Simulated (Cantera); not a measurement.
Input: 1 mol SiH₂Cl₂, 0.038 mol Cl₂, 150 mol H₂, at 1.33 mbar.

These are equilibrium values from Cantera (NASA tables, ideal gas, pure condensed phases), not measurements of a reactor. Candidate condensed phases: Si; 19 gas species. The tables' values for SiCl₃ are old estimates; treat these amounts as uncertain. Kinetics and transport are ignored. All values below are at 852 °C.

Base state: H₂ 0.987, HCl 0.0129, SiCl₂ 0.000356, SiCl₃ 1.09e-5 (mole fractions); condensed: Si(s).

Problem. What changes in the equilibrium state with this change: pressure from 1.33 mbar to 1 atm?

Solution. 
```json
[
 {"species": "H₂", "before": "0.987", "after": "0.990"},
 {"species": "HCl", "before": "0.0129", "after": "0.00795"},
 {"species": "SiHCl₃", "before": "5.45e-6", "after": "0.000972"},
 {"species": "SiH₃Cl", "before": "3.89e-8", "after": "1.83e-5"},
 {"species": "SiH₂Cl₂", "before": "8.91e-7", "after": "0.000258"},
 {"species": "Si(s), mol", "before": "0.943", "after": "0.711"}
]
```
